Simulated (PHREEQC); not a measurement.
PHREEQC input (Pitzer model, pitzer.dat):

```
SOLUTION 1
  temp 15
  units mol/kgw
  pH 7 charge
  Cl 0.4879
  Mg 0.017
  Ca 0.17
  Sr 0.053
  K 0.0079
END
USE solution 1
INCREMENTAL_REACTIONS false
REACTION 1
  H2O -1
  0 9.886 18.011 24.689 30.178 34.689 38.397 41.444
  43.949 46.007 47.699 49.089 50.232 51.172 51.944 52.578
  53.1 moles
EQUILIBRIUM_PHASES 1
  Bischofite 0 0
  Brucite 0 0
  Carnallite 0 0
  Portlandite 0 0
  Sylvite 0 0
  MgCl2_4H2O 0 0
SELECTED_OUTPUT 1
  -reset false
  -pH true
  -pe true
  -ionic_strength true
  -water true
  -activities H2O
  -totals Ca Cl K Mg Sr
  -molalities H+ K+ Mg+2 Ca+2 Sr+2 Cl- OH- MgOH+
  -equilibrium_phases Bischofite Brucite Carnallite Portlandite Sylvite MgCl2_4H2O
PRINT
  -reset false
END
```

Selected output (columns that matter, 17 of 17 rows; water left (kg) added in front):

```
water left (kg)	pH	mu	Ca	Cl	K	Mg	Sr	m_H+	m_K+	m_Mg+2	m_Ca+2	m_Sr+2	m_Cl-	la_H2O
1	6.9399	0.7279	0.17	0.4879	0.0079	0.017	0.053	1.3941e-07	0.0079	0.017	0.17	0.053	0.4879	-0.0050038
0.821894	6.9068	0.88564	0.20684	0.59363	0.0096119	0.020684	0.064485	1.4583e-07	0.0096119	0.020684	0.20684	0.064485	0.59363	-0.0061435
0.675514	6.8686	1.0776	0.25166	0.72227	0.011695	0.025166	0.078459	1.5281e-07	0.011695	0.025166	0.25166	0.078459	0.72227	-0.0075687
0.555203	6.8239	1.3111	0.30619	0.87878	0.014229	0.030619	0.095461	1.6041e-07	0.014229	0.030619	0.30619	0.095461	0.87878	-0.0093645
0.456313	6.7712	1.5952	0.37255	1.0692	0.017313	0.037255	0.11615	1.6875e-07	0.017313	0.037255	0.37255	0.11615	1.0692	-0.011649
0.375043	6.7087	1.9408	0.45328	1.3009	0.021064	0.045328	0.14132	1.7805e-07	0.021064	0.045328	0.45328	0.14132	1.3009	-0.014589
0.30824	6.6335	2.3615	0.55152	1.5829	0.025629	0.055152	0.17194	1.8863e-07	0.025629	0.055152	0.55152	0.17194	1.5829	-0.018423
0.253345	6.5422	2.8732	0.67102	1.9258	0.031183	0.067102	0.2092	2.011e-07	0.031183	0.067102	0.67102	0.2092	1.9258	-0.023493
0.208215	6.43	3.4959	0.81646	2.3433	0.037942	0.081646	0.25454	2.1656e-07	0.037942	0.081646	0.81646	0.25454	2.3433	-0.030302
0.171138	6.2905	4.2533	0.99335	2.8509	0.046162	0.099335	0.30969	2.3701e-07	0.046162	0.099335	0.99335	0.30969	2.8509	-0.039578
0.140655	6.1151	5.1751	1.2086	3.4688	0.056166	0.12086	0.37681	2.6609e-07	0.056166	0.12086	1.2086	0.37681	3.4688	-0.052398
0.115613	5.8933	6.296	1.4704	4.2201	0.068332	0.14704	0.45843	3.1037e-07	0.068332	0.14704	1.4704	0.45843	4.2201	-0.07032
0.0950203	5.6123	7.6605	1.7891	5.1347	0.08314	0.17891	0.55778	3.8192e-07	0.08314	0.17891	1.7891	0.55778	5.1347	-0.095659
0.0780852	5.2591	9.3219	2.1771	6.2483	0.10117	0.21771	0.67875	5.0324e-07	0.10117	0.21771	2.1771	0.67875	6.2483	-0.1318
0.0641769	4.8221	11.342	2.6489	7.6024	0.1231	0.26489	0.82584	7.1806e-07	0.1231	0.26489	2.6489	0.82584	7.6024	-0.18363
0.0527548	4.2902	13.798	3.2225	9.2485	0.14975	0.32225	1.0046	1.1191e-06	0.14975	0.32224	3.2225	1.0046	9.2485	-0.25829
0.0433504	3.6506	16.791	3.9215	11.255	0.18224	0.39215	1.2226	1.9256e-06	0.18224	0.39215	3.9215	1.2226	11.255	-0.36659
```

Complexes and solids missing from the database can't appear.
